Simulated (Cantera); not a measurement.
Ignition delay

Mixture: CO : H2 : CH4 : O2 : N2 = 2.4 : 1.2 : 0.27 : 3.73 : 17.1 (molar parts), equivalence ratio 0.63, at 9.20 bar, adiabatic and at constant volume. Ignition delay is the time to a rise of 400 K.

Cantera simulation using GRI-Mech 3.0 (53 species, 325 reactions); the numbers are that mechanism's predictions, not measurements. Where the delays flatten at high temperature, the 400 K rule measures the pace of heat release, not the induction time.

```json
[
 {"T0 (K)": "1150", "delay (ms)": "0.185"},
 {"T0 (K)": "1250", "delay (ms)": "0.0322"},
 {"T0 (K)": "1350", "delay (ms)": "0.0110"},
 {"T0 (K)": "1450", "delay (ms)": "0.00575"},
 {"T0 (K)": "1550", "delay (ms)": "0.00371"},
 {"T0 (K)": "1650", "delay (ms)": "0.00271"},
 {"T0 (K)": "1750", "delay (ms)": "0.00216"},
 {"T0 (K)": "1850", "delay (ms)": "0.00183"}
]
```
